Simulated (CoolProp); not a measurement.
Vapour-liquid equilibrium of toluene (1) + n-dodecane (2) at 350.3 K; x and y are mole fractions of (1).

Computed with CoolProp (multi-fluid Helmholtz-energy mixture model, Lemmon 2006 and Lemmon 2004; pair parameters Bell 2016).

```csv
x,"bubble pressure, mixture model (bar)","bubble pressure, Raoult's law (bar)","y, mixture model","y, Raoult's law"
0.05,0.02056,0.02355,0.710,0.747
0.15,0.05353,0.05812,0.901,0.908
0.25,0.08995,0.09268,0.948,0.949
0.35,0.1274,0.1272,0.969,0.968
0.45,0.1642,0.1618,0.979,0.979
0.55,0.1996,0.1964,0.986,0.986
0.65,0.2337,0.2309,0.991,0.990
0.75,0.2670,0.2655,0.994,0.994
0.85,0.3004,0.3001,0.997,0.997
0.95,0.3345,0.3346,0.999,0.999
```

The largest gap from Raoult's law is -12.7 % in bubble pressure, at x = 0.05. No azeotrope shows between x = 0.05 and 0.95.

The pair parameters rest on a limited set of measurements; away from them the model extrapolates. The gap from Raoult's law changes sign with composition, which may be real or a fault of the pair parameters; it wasn't checked against measurements.
